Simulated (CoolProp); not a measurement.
Nitrogen along the isobar 0.66 MPa: fugacity coefficient from the reference equation and from simpler models built on Tc = 126.2 K, pc = 3.396 MPa, ω = 0.037; each cubic takes its own stable root.

The numbers come from the reference Helmholtz-energy equation of state, Span 2000 in CoolProp.

| T (K) | phase | reference | van der Waals | Redlich-Kwong | Soave-Redlich-Kwong | Peng-Robinson |
|---|---|---|---|---|---|---|
| 73.4 | liquid | 0.09406 | 0.3566 | 0.07631 | 0.09277 | 0.09550 |
| 90.6 | liquid | 0.5261 | 0.8746 | 0.5115 | 0.5288 | 0.5257 |
| 107.9 | gas | 0.8985 | 0.9165 | 0.8979 | 0.8978 | 0.8902 |
| 125.1 | gas | 0.9345 | 0.9413 | 0.9329 | 0.9329 | 0.9259 |
| 142.3 | gas | 0.9557 | 0.9573 | 0.9540 | 0.9544 | 0.9482 |
| 159.6 | gas | 0.9691 | 0.9681 | 0.9675 | 0.9685 | 0.9629 |
| 176.8 | gas | 0.9781 | 0.9757 | 0.9765 | 0.9779 | 0.9729 |
| 194.1 | gas | 0.9843 | 0.9813 | 0.9828 | 0.9845 | 0.9800 |
| 211.3 | gas | 0.9887 | 0.9854 | 0.9873 | 0.9892 | 0.9851 |
| 228.6 | gas | 0.9920 | 0.9885 | 0.9906 | 0.9927 | 0.9889 |
| 245.8 | gas | 0.9944 | 0.9909 | 0.9931 | 0.9952 | 0.9918 |
| 263 | gas | 0.9962 | 0.9928 | 0.9949 | 0.9971 | 0.9940 |
| 280.3 | gas | 0.9976 | 0.9944 | 0.9964 | 0.9985 | 0.9957 |
| 297.5 | gas | 0.9987 | 0.9956 | 0.9975 | 0.9996 | 0.9970 |

At some of these states van der Waals gives the other phase, because its saturation line lies elsewhere.
